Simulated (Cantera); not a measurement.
Charge: 1 mol Fe2O3, 3.2 mol H2S, 1.8 mol H2O, at 802 °C and 1 atm.

Cantera equilibrium calculation (NASA polynomials, part measured and part estimated; ideal gas, pure solids and liquids). Candidate condensed phases: Fe, FeO, Fe(OH)2, Fe(OH)3, FeS, FeSO4, FeS2, Fe2O3, Fe2(SO4)3, Fe3O4, H2O, H2SO4, S; 22 gas species. FeS: taken at fixed stoichiometry. Gases not in the tables: S3 to S7. Equilibrium is a limit: real reactors are often held back by kinetics, nucleation or transport.

Base state: H2O 0.805, H2S 0.110, SO2 0.0404, S2 0.0350, H2 0.00912, S2O 0.000920, SH 2.74e-5, SO 1.58e-5 (mole fractions); condensed: FeS(s).

Question: What changes in the equilibrium state with this change: temperature from 802 °C to 450 °C?

Answer: 
| species | before | after |
|---|---|---|
| H2O | 0.805 | 0.960 |
| H2S | 0.110 | 0.0358 |
| H2 | 0.00912 | 0.00420 |
| SO2 | 0.0404 | 1.12e-6 |
| S2 | 0.0350 | 1.05e-6 |
| S2O | 0.000920 | 2.43e-9 |
| SO | 1.58e-5 | <1e-9 |
| SH | 2.74e-5 | 1.74e-9 |
| FeS(s), mol | 2.00 | 0.979 |
| FeS2(s), mol | 0 | 1.02 |

Question: What changes in the equilibrium state with this change: H2S from 3.2 to 0.8 mol?

Answer: 
```json
[
 {"species": "H2O", "before": "0.805", "after": "0.912"},
 {"species": "SO2", "before": "0.0404", "after": "0.0612"},
 {"species": "H2S", "before": "0.110", "after": "0.0185"},
 {"species": "S2", "before": "0.0350", "after": "0.00365"},
 {"species": "S2O", "before": "0.000920", "after": "0.000208"},
 {"species": "SH", "before": "2.74e-5", "after": "6.39e-6"},
 {"species": "FeS(s), mol", "before": "2.00", "after": "0.557"},
 {"species": "Fe3O4(s), mol", "before": "0", "after": "0.481"}
]
```
Mutual solubility and eutectic melting of coexisting phases are not modelled.
